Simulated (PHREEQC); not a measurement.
Synthetic water in mmol/kgw, 25 °C, pH 7.3: Na 112; K 2.31; Ca 3.01; Mg 7.81; Cl 120; S(6) 8.3; Alkalinity (meq/kgw) 0.274.

Cl is adjusted to close the charge balance.
Valence states are taken as typed.

Model: Pitzer model, pitzer.dat, run in PHREEQC.

No solid was allowed to form.

Task: Estimate the specific conductance, osmotic coefficient.

Result: specific conductance 13600 µS/cm; osmotic coefficient 0.907.

Task: In which forms is C present?

Result: HCO3- 92 %, CO2 8.0 % of the C.
